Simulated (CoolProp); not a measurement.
Saturation properties of propylene glycol (Tc = 400.8 °C, pc = 7.292 MPa, ω = 0.327).

Computed with CoolProp (reference Helmholtz-energy equation of state, Eisenbach 2021).

```tsv
T (°C)	p (MPa)	liquid density (kg/m³)	vapour Z
172.65	(withheld)	907.6	0.9860
190.15	0.1080	890.2	(withheld)
207.65	(withheld)	(withheld)	(withheld)
225.25	0.2872	852.4	0.9563
242.75	0.4407	831.9	0.9403
260.25	0.6545	810.1	0.9204
277.75	0.9443	786.6	0.8960
295.25	1.329	761.2	0.8665
312.85	1.832	(withheld)	0.8305
330.35	2.474	701.7	0.7871
```

Q: Fill in the missing entries.

A: 
- 172.65, p (MPa): 0.06175
- 190.15, vapour Z: 0.9788
- 207.65, p (MPa): 0.1797
- 207.65, liquid density (kg/m³): 871.8
- 207.65, vapour Z: 0.9691
- 312.85, liquid density (kg/m³): 733.1

It boils at 188.1 °C under 1 atm.
